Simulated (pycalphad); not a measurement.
# Phase fractions of Al-0.9426Si-4.284C (wt.%)

CALPHAD calculation (pycalphad, COST 507 light-alloy database (1999)), 1 atm. These are 1990s assessments: newer ones move some temperatures and phases. Phase fractions are per mole of atoms. Diffusion is slow at the low end, where real alloys seldom reach equilibrium.

```tsv
T (K)	liquid	AL4C3	AL8SIC7	fcc
1850	0.797	0.203	-	-
1800	0.793	0.207	-	-
1750	0.791	0.209	-	-
1700	0.789	0.211	-	-
1650	0.788	0.212	-	-
1600	0.788	0.212	-	-
1550	0.787	0.213	-	-
1500	0.787	0.213	-	-
1450	0.787	0.213	-	-
1400	0.787	0.213	-	-
1350	0.787	0.213	-	-
1300	0.787	0.213	-	-
1250	0.787	0.213	-	-
1200	0.787	0.213	-	-
1150	0.787	0.213	-	-
1100	0.787	0.213	-	-
1050	0.787	0.213	-	-
1000	0.787	0.213	-	-
950	0.787	0.212	0.001	-
900	-	0.082	0.128	0.789
850	-	0.078	0.133	0.789
800	-	0.075	0.135	0.790
750	-	0.074	0.136	0.790
700	-	0.073	0.137	0.790
650	-	0.073	0.137	0.790
600	-	0.073	0.138	0.790
550	-	0.073	0.138	0.790
500	-	0.073	0.138	0.790
```

Database names, with the compositions (at.%) that they take in these runs: AL4C3: Al 57 C 43; AL8SIC7: Al 50 C 44 Si 6.
